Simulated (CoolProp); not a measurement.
A simple Rankine cycle with ammonia: condensing at 317.15 K, boiler at 7.06 MPa, turbine inlet 419.4 K, turbine efficiency 0.75, pump efficiency 0.6, no recuperator. Each further row changes one setting.

Values from CoolProp's reference Helmholtz-energy equation of state, Gao 2020.

```csv
case,thermal efficiency (%),net work (kJ/kg),heat in (kJ/kg),turbine exit temperature (K),volume ratio over the turbine
as stated,10.7,129,1210,317.2,3.37
turbine inlet 439.4 K,11.2,144,1280,335.2,3.35
condensing temperature 309.15 K,11.9,149,1250,309.1,4.14
boiler pressure 4.94 MPa,8.8,113,1280,343.7,2.45
turbine efficiency 0.65,9.1,110,1210,322.6,3.48
```

The expansion ends wet for: as stated; condensing temperature 309.15 K.
